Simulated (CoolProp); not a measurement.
Properties of sulfur dioxide at several states.

Model: reference Helmholtz-energy equation of state, Gao 2016, in CoolProp.

```
T (K)  p (kPa)   phase  density (kg/m³)  cp (kJ/(kg K))  fugacity coefficient
-----  -------  ------  ---------------  --------------  --------------------
406.9      355     gas            6.855          0.7047                0.9810
291.8     2730  liquid             1390           1.377                0.1142
286.2     4830  liquid             1409           1.366               0.05541
```
